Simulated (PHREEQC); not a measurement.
1 kg of water holding 0.028 mol/kgw NaOH meets 20 L of dry gas (H2 0.48, N2 0.52 by moles) at fixed total pressure, at 100 °C; fugacities by Peng-Robinson. The gases take part in no redox reaction, some water evaporates into the gas, and hydrates or a liquid gas phase aren't modelled. Nothing may precipitate in this run.

Model: ion-association model, phreeqc.dat, run in PHREEQC.

**Question.** Predict dissolved H2 (mol/kgw), dissolved N2 (mol/kgw) at P (atm) = 40, 300.

**Answer.** 
| P (atm) | dissolved H2 (mol/kgw) | dissolved N2 (mol/kgw) |
|---|---|---|
| 40 | 0.0144 | 0.00892 |
| 300 | 0.0949 | 0.0575 |

Species that the database lacks are ignored. Away from 25 °C the constants follow the database's enthalpies or fits; those with neither stay at their 25 °C values.
